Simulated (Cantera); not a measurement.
An adiabatic, constant-volume homogeneous reactor starts with CO : H2 : O2 : N2 = 1 : 0.044 : 0.435 : 1.64 (molar parts), equivalence ratio 1.2, at 1298 K and 240000 Pa. Integrator tolerance rtol = 1e-08.

Computed with Cantera and GRI-Mech 3.0 (53 species, 325 reactions). The hydrogen kinetics of GRI-Mech 3.0 are dated; newer H2 mechanisms differ, most at raised pressure.

Problem. What does this change do: O2 0.435 to 0.18 parts?

Solution. 
```tsv
quantity	before	after
time of steepest temperature rise	46.7 µs	57.3 µs
temperature at 0.200 s	2965 K	2483 K
equilibrium temperature	2965 K	2483 K
x(CO) at 0.200 s	0.150 (gas-phase equilibrium 0.150)	0.251 (gas-phase equilibrium 0.251)
x(H2) at 0.200 s	0.00103 (gas-phase equilibrium 0.00103)	0.00398 (gas-phase equilibrium 0.00398)
x(O2) at 0.200 s	0.0318 (gas-phase equilibrium 0.0318)	6.21e-5 (gas-phase equilibrium 6.21e-5)
x(NO) at 0.200 s	0.0152 (gas-phase equilibrium 0.0152)	0.000339 (gas-phase equilibrium 0.000339)
x(H) at 0.200 s	0.00204 (gas-phase equilibrium 0.00204)	0.000715 (gas-phase equilibrium 0.000715)
x(H2O) at 0.200 s	0.0102 (gas-phase equilibrium 0.0102)	0.0118 (gas-phase equilibrium 0.0118)
x(CO2) at 0.200 s	0.204 (gas-phase equilibrium 0.204)	0.121 (gas-phase equilibrium 0.121)
```

Problem. What does this change do: pressure from 240000 Pa to 101000 Pa?

Solution. 
```
quantity                                                            before                                    after
---------------------------------  ---------------------------------------  ---------------------------------------
time of steepest temperature rise                                  46.7 µs                                 0.106 ms
temperature at 0.200 s                                              2965 K                                   2886 K
equilibrium temperature                                             2965 K                                   2886 K
x(CO) at 0.200 s                       0.150 (gas-phase equilibrium 0.150)      0.157 (gas-phase equilibrium 0.157)
x(H2) at 0.200 s                   0.00103 (gas-phase equilibrium 0.00103)  0.00109 (gas-phase equilibrium 0.00109)
x(O2) at 0.200 s                     0.0318 (gas-phase equilibrium 0.0318)    0.0351 (gas-phase equilibrium 0.0351)
x(NO) at 0.200 s                     0.0152 (gas-phase equilibrium 0.0152)    0.0144 (gas-phase equilibrium 0.0144)
x(H) at 0.200 s                    0.00204 (gas-phase equilibrium 0.00204)  0.00254 (gas-phase equilibrium 0.00254)
x(H2O) at 0.200 s                    0.0102 (gas-phase equilibrium 0.0102)  0.00968 (gas-phase equilibrium 0.00968)
x(CO2) at 0.200 s                      0.204 (gas-phase equilibrium 0.204)      0.195 (gas-phase equilibrium 0.195)
```
